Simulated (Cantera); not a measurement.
Charge: 1 mol Si3N4, 0.19 mol N2O, 7.2 mol H2, equilibrated at 1 atm.

Method: chemical equilibrium by Gibbs-energy minimisation in Cantera with the NASA 1993 tables (ideal gas, pure condensed phases). Candidate condensed phases: H2O, Si, SiO2, Si2N2O, Si3N4; 35 gas species. Mutual solubility and eutectic melting of coexisting phases are not modelled. Kinetics and transport are ignored.

**Question.** At 1573 K, list the 3 most abundant gas species with their mole fractions, and the condensed phases.

**Answer.** H2 0.966, N2 0.0340, H 3.97e-5. Condensed: Si2N2O(s) + Si3N4(s).
